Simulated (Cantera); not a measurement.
Input: 1 mol CF₄, 0.35 mol F₂, a varied amount of H₂, held at 2052 °C and 4.20 Pa.

These are equilibrium values from Cantera (NASA tables, ideal gas, pure condensed phases), not measurements of a reactor. Candidate condensed phases: C, C₆H₆, C₇H₈, C₈H₁₈; 95 gas species. Equilibrium is a limit: real reactors are often held back by kinetics, nucleation or transport.

Problem. At 1.6 mol H₂, list the 5 most abundant gas species with their mole fractions, and the condensed phases.

Solution. HF 0.668, F 0.315, H 0.00781, CF 0.00576, CF₂ 0.00177. Condensed: C(graphite).
